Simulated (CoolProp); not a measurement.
Carbon dioxide at 293.15 K and 25.6 MPa is throttled through a valve to 12.8 MPa with no heat exchange. Each further row changes one setting.

Model: reference Helmholtz-energy equation of state, Span 1996, in CoolProp.

| case | temperature change (K) | final phase | final density (kg/m³) |
|---|---|---|---|
| as stated | -2.9 | liquid | 902 |
| outlet pressure 3.84 MPa | -16.3 | two-phase, vapour fraction 0.105 | 515 |
| outlet pressure 16.6 MPa | -1.6 | liquid | 924 |
